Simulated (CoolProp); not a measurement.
n-butane at several states: Z from the reference equation and from simpler models built on Tc = 425.1 K, pc = 3.796 MPa, ω = 0.201; each cubic takes its own stable root.

Values from CoolProp's reference Helmholtz-energy equation of state, Bücker 2006.

```tsv
T (K)	p (MPa)	phase	reference
212.3	2.26	liquid	0.1121
162.6	0.0112	liquid	0.0006790
447	2.08	gas	0.8224
```

Q: How far does each simpler model (van der Waals, Redlich-Kwong, Soave-Redlich-Kwong) lie from the reference over these 3 states: mean and median of the absolute difference, and the worst?

A: 
- van der Waals: mean 48706.1 %, median 60.8 %, worst +146056.1 % at 162.6 K and 0.0112 MPa
- Redlich-Kwong: mean 6.2 %, median 8.8 %, worst +9.5 % at 162.6 K and 0.0112 MPa
- Soave-Redlich-Kwong: mean 5.5 %, median 7.4 %, worst +8.9 % at 162.6 K and 0.0112 MPa

At some of these states van der Waals gives the other phase, because its saturation line lies elsewhere.
